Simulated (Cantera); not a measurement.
**Silicon nitride deposition: SiF₄ + NH₃**

A closed system holds: 1 mol SiF₄, 35 mol NH₃, equilibrated at 75.0 Torr.

Cantera equilibrium calculation (NASA polynomials, part measured and part estimated; ideal gas, pure solids and liquids). Candidate condensed phases: Si, Si₃N₄; 37 gas species. The tables' values for SiF₃, SiF₂ are old estimates; treat these amounts as uncertain. Rates play no part.

```tsv
T (K)	x H₂	x N₂	x SiF₄	x HF	x SiF₃	x SiHF₃	n Si₃N₄(s)
1025	0.739	0.246	0.0139	0.000462	2.31e-6	7.16e-5	0.00230
1075	0.739	0.246	0.0138	0.000666	6.35e-6	0.000104	0.00328
1125	0.739	0.246	0.0137	0.000927	1.59e-5	0.000145	0.00452
1175	0.739	0.246	0.0136	0.00125	3.66e-5	0.000197	0.00601
1225	0.738	0.246	0.0134	0.00165	7.86e-5	0.000260	0.00772
1275	0.738	0.246	0.0132	0.00212	0.000158	0.000334	0.00958
1325	0.738	0.246	0.0129	0.00267	0.000299	0.000419	0.0114
1375	0.737	0.246	0.0125	0.00330	0.000536	0.000512	0.0130
1425	0.737	0.246	0.0119	0.00400	0.000910	0.000610	0.0140
1475	0.736	0.246	0.0112	0.00476	0.00147	0.000707	0.0137
1525	0.735	0.246	0.0102	0.00556	0.00224	0.000794	0.0114
```
x: gas mole fraction; n: condensed amount in mol.

From 1025 K to 1525 K the condensed part is Si₃N₄(s). The main Si-bearing gas is SiF₄ throughout. The share of Si in condensed phases is highest at 1425 K (4.2 %) and lowest at 1025 K (0.7 %).
